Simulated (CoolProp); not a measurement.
Vapour-liquid equilibrium of acetone (1) + methanol (2) at 30.65 °C; x and y are mole fractions of (1).

The numbers come from the multi-fluid Helmholtz-energy mixture model, Lemmon 2006 and de Reuck 1993; pair parameters Bell 2016 in CoolProp.

| x | bubble pressure, mixture model (bar) | bubble pressure, Raoult's law (bar) | y, mixture model | y, Raoult's law |
|---|---|---|---|---|
| 0.05 | 0.2521 | 0.2346 | 0.143 | 0.083 |
| 0.2 | 0.3062 | 0.2591 | 0.383 | 0.301 |
| 0.35 | 0.3398 | 0.2836 | 0.518 | 0.481 |
| 0.5 | 0.3628 | 0.3082 | 0.620 | 0.633 |
| 0.65 | 0.3790 | 0.3327 | 0.716 | 0.762 |
| 0.8 | 0.3892 | 0.3572 | 0.820 | 0.873 |
| 0.95 | 0.3916 | 0.3818 | 0.948 | 0.970 |

The largest gap from Raoult's law is +19.8 % in bubble pressure, at x = 0.35. y crosses x between x = 0.8 and 0.95: the model has an azeotrope there.

Pair parameters are fitted to limited data, so mixtures are less certain than the pure fluids.
